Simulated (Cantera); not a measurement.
Charge: 1 mol CH3SiH3, 100 mol H2, held at 1827 °C and 0.0320 bar.

Equilibrium computed with Cantera from the NASA thermochemical tables; the gas is ideal and each condensed phase is pure. Candidate condensed phases: C, C6H6, C7H8, C8H18, Si, SiC; 87 gas species. The feed counts by its element totals alone. Gases not in the tables: Si2H6 and higher silanes. Rates play no part.

Base state: H2 0.982, H 0.0173, Si 0.000638, C2H2 (acetylene) 0.000368, SiH 6.13e-5, SiH2 2.74e-5, Si2C 2.61e-5, SiC2 1.07e-5 (mole fractions); condensed: SiC(s).

Problem. What changes in the equilibrium state with this change: pressure from 0.0320 bar to 0.0150 bar?

Solution. 
```json
[
 {"species": "H2", "before": "0.982", "after": "0.973"},
 {"species": "H", "before": "0.0173", "after": "0.0251"},
 {"species": "Si", "before": "0.000638", "after": "0.00107"},
 {"species": "SiC2", "before": "1.07e-5", "after": "2.89e-5"},
 {"species": "Si2C", "before": "2.61e-5", "after": "4.39e-5"},
 {"species": "C2H2 (acetylene)", "before": "0.000368", "after": "0.000588"},
 {"species": "SiH2", "before": "2.74e-5", "after": "2.14e-5"},
 {"species": "SiC(s), mol", "before": "0.918", "after": "0.866"}
]
```

Problem. What changes in the equilibrium state with this change: temperature from 1827 °C to 1175 °C?

Solution. 
| species | before | after |
|---|---|---|
| H2 | 0.982 | 1.000 |
| H | 0.0173 | 5.16e-5 |
| SiH2 | 2.74e-5 | 6.15e-7 |
| Si | 0.000638 | 7.52e-8 |
| C2H2 (acetylene) | 0.000368 | <1e-9 |
| Si2C | 2.61e-5 | <1e-9 |
| SiC2 | 1.07e-5 | <1e-9 |
| SiC(s), mol | 0.918 | 1.000 |
